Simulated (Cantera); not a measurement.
Ignition delay

Mixture: CH4 : CO : O2 : N2 : H2O = 1 : 0.53 : 2.06 : 7.74 : 0.63 (molar parts), equivalence ratio 1.1, at 1.78 atm, adiabatic and at constant pressure. Ignition delay is the time to a rise of 400 K.

Detailed kinetics in Cantera: GRI-Mech 3.0 (53 species, 325 reactions).

```tsv
T0 (K)	delay (ms)
1050	486
1125	136
1200	42.7
1275	14.6
1350	5.41
1425	2.15
1500	0.918
1575	0.425
```

```yaml
apparent activation energy between 1425 and 1575 K: 200 kJ/mol
```
